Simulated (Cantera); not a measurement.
A closed system holds: 1 mol Hg, 0.88 mol H2, equilibrated at 923 K and 100 Pa.

These are equilibrium values from Cantera (NASA tables, ideal gas, pure condensed phases), not measurements of a reactor. Candidate condensed phases: Hg; 3 gas species. Rates play no part.

Base state: Hg 0.532, H2 0.468 (mole fractions); condensed: gas only.

Problem. What changes in the equilibrium state with this change: 0.067 mol NH3 added?

Solution. 
```tsv
species	before	after
Hg	0.532	0.497
H2	0.468	0.487
N2	0	0.0166
```

Problem. What changes in the equilibrium state with this change: temperature from 923 K to 1648 K?

Solution. 
| species | before | after |
|---|---|---|
| Hg | 0.532 | 0.531 |
| H2 | 0.468 | 0.467 |
| H | 5.29e-9 | 0.00192 |
